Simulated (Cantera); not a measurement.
A perfectly stirred reactor is fed with CH₄ : H₂ : O₂ : N₂ = 1 : 0.048 : 3.75 : 26.6 (molar parts), equivalence ratio 0.54, at 120000 Pa; it is adiabatic with a 750 K inlet, and is followed from long to short residence time, starting on the burning branch (τ in s: 0.022, 0.0097, 0.0043, 0.0019, 0.00081, 0.00035, 0.00015, 6.7e-05, 2.9e-05, 1.3e-05).

Model: GRI-Mech 3.0 (53 species, 325 reactions), integrated in Cantera.

What does this change do: N2 26.6 to 35 parts?


```
quantity                                                                        before                                    after
------------------------------------------------  ------------------------------------  ---------------------------------------
blow-out, bracketed by the residence times tried  burning at 0.810 ms, out at 0.350 ms                              not reached
x(CH₄) at τ = 22.0 ms                                                          5.70e-5                                   0.0251
x(H₂) at τ = 22.0 ms                                                          0.000127                                  0.00121
x(O₂) at τ = 22.0 ms                                                            0.0554                                   0.0942
x(CO₂) at τ = 22.0 ms                                                           0.0310                                   <1e-12
x(N₂O) at τ = 22.0 ms                                                          8.81e-7                                   <1e-12
x(CH₄) at τ = 0.350 ms                                                          0.0318                                   0.0251
x(H₂) at τ = 0.350 ms                                                          0.00153                                  0.00121
x(O₂) at τ = 0.350 ms                                                            0.119                                   0.0942
x(CO₂) at τ = 0.350 ms                                                          <1e-12                                   <1e-12
x(N₂O) at τ = 0.350 ms                                                          <1e-12                                   <1e-12
state                                                                      not reached  not burning at any residence time tried
```
